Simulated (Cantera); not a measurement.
An isothermal, constant-pressure homogeneous reactor starts with NH3 : N2 = 1 : 0.12 (molar parts), at 2275 K and 0.132 atm.

Model: the gas-phase N/H chemistry of the illustrative SiF4/NH3 mechanism in the Surface Chemkin manual (1991), integrated in Cantera. Walls and surfaces, which speed up NH3 decomposition in real reactors, are not modelled.

One state of this run: x NH3 = 0.507; x H2 = 0.304; x N2 = 0.186; x NH2 = 0.00266; x N = 4.79e-6. x: mole fraction; the columns are a selection and need not sum to one.

Task: Which value of t (s) does it belong to?
A. 0.464
B. 0.121
C. 3.83e-5
D. 0.00825

Result: D, 0.00825
